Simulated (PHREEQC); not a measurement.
1 kg of water holding 19 mmol/kgw K2CO3, 26 mmol/kgw KHCO3 and 2.4 mmol/kgw K2SO4 is evaporated at 25 °C; the solids stay in contact with the brine. No CO2 enters from the air. The run lets Arcanite, Kalicinite, Misenite precipitate or redissolve, and no other solid.

The numbers come from PHREEQC with the Pitzer model, pitzer.dat.

Question: Predict ionic strength, K in solution (mol/kgw) at water left (kg) = 0.6755, 0.06418.

Answer: 
```csv
water left (kg),ionic strength,K in solution (mol/kgw)
0.6755,0.133,0.102
0.06418,1.41,1.07
```
